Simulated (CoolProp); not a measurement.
Vapour-liquid equilibrium of n-butane (1) + R245fa (2) at 341.7 K; x and y are mole fractions of (1).

Computed with CoolProp (multi-fluid Helmholtz-energy mixture model, Bücker 2006 and Akasaka 2015; pair parameters Bell 2016).

```json
[
 {"x": "0.05", "bubble pressure (MPa)": "0.6793", "y at the bubble point": "0.158", "dew pressure at overall composition x (MPa)": "0.6133", "liquid density (mol/L)": "8.952"},
 {"x": "0.125", "bubble pressure (MPa)": "0.7867", "y at the bubble point": "0.303", "dew pressure at overall composition x (MPa)": "0.6581", "liquid density (mol/L)": "8.850"},
 {"x": "0.2", "bubble pressure (MPa)": "0.8627", "y at the bubble point": "0.393", "dew pressure at overall composition x (MPa)": "0.7083", "liquid density (mol/L)": "8.756"},
 {"x": "0.275", "bubble pressure (MPa)": "0.9151", "y at the bubble point": "(withheld)", "dew pressure at overall composition x (MPa)": "0.7642", "liquid density (mol/L)": "8.671"},
 {"x": "0.35", "bubble pressure (MPa)": "0.9502", "y at the bubble point": "0.500", "dew pressure at overall composition x (MPa)": "0.8256", "liquid density (mol/L)": "8.601"},
 {"x": "0.425", "bubble pressure (MPa)": "(withheld)", "y at the bubble point": "0.536", "dew pressure at overall composition x (MPa)": "0.8901", "liquid density (mol/L)": "8.547"},
 {"x": "0.5", "bubble pressure (MPa)": "0.9872", "y at the bubble point": "0.567", "dew pressure at overall composition x (MPa)": "0.9504", "liquid density (mol/L)": "8.514"},
 {"x": "0.575", "bubble pressure (MPa)": "0.9941", "y at the bubble point": "0.597", "dew pressure at overall composition x (MPa)": "0.9896", "liquid density (mol/L)": "8.505"},
 {"x": "0.65", "bubble pressure (MPa)": "0.9941", "y at the bubble point": "0.629", "dew pressure at overall composition x (MPa)": "0.9903", "liquid density (mol/L)": "(withheld)"},
 {"x": "0.725", "bubble pressure (MPa)": "(withheld)", "y at the bubble point": "0.666", "dew pressure at overall composition x (MPa)": "0.9592", "liquid density (mol/L)": "8.560"},
 {"x": "0.8", "bubble pressure (MPa)": "(withheld)", "y at the bubble point": "0.714", "dew pressure at overall composition x (MPa)": "0.9136", "liquid density (mol/L)": "8.624"},
 {"x": "0.875", "bubble pressure (MPa)": "0.9254", "y at the bubble point": "0.782", "dew pressure at overall composition x (MPa)": "0.8637", "liquid density (mol/L)": "8.712"},
 {"x": "0.95", "bubble pressure (MPa)": "0.8549", "y at the bubble point": "0.888", "dew pressure at overall composition x (MPa)": "0.8142", "liquid density (mol/L)": "8.819"}
]
```

**Question.** Complete the blanks.

**Answer.** 
- 0.275, y at the bubble point: 0.455
- 0.425, bubble pressure (MPa): 0.9732
- 0.65, liquid density (mol/L): 8.519
- 0.725, bubble pressure (MPa): 0.9856
- 0.8, bubble pressure (MPa): 0.9651

y crosses x between x = 0.575 and 0.65: the model has an azeotrope there.

The pair parameters rest on a limited set of measurements; away from them the model extrapolates.
